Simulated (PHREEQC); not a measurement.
# Nickel, zinc or cadmium bath (model solution)

Solution (25 °C): 140 mmol/kgw ZnCl2, 0.032 mmol/kgw NaOH and 36 mmol/kgw FeSO4. It is in equilibrium with CO2 at log p = -1 (atm). Otherwise closed; pH follows from the charge balance.

Model: ion-association model, phreeqc.dat, run in PHREEQC.

The pH is 4.17, the ionic strength comes out as 0.438 mol/kgw and the activity of water is 0.992. The density is 1.019 g/cm³ and the total alkalinity is 0.0320 meq/kg.

| species | molality | activity | log γ |
|---|---|---|---|
| Cl- | 0.256 | 0.169 | -0.181 |
| Zn+2 | 0.105 | 0.0236 | -0.647 |
| Fe+2 | 0.0297 | 0.00772 | -0.586 |
| ZnCl+ | 0.0162 | 0.0107 | -0.181 |
| ZnSO4 | 0.0152 | 0.0168 | 0.044 |
| SO4-2 | 0.0140 | 0.00304 | -0.664 |
| FeSO4 | 0.00378 | 0.00418 | 0.044 |
| CO2 | 0.00308 | 0.00340 | 0.044 |
| FeCl+ | 0.00246 | 0.00179 | -0.136 |

No solid was allowed to form. Complexes and solids missing from the database can't appear.
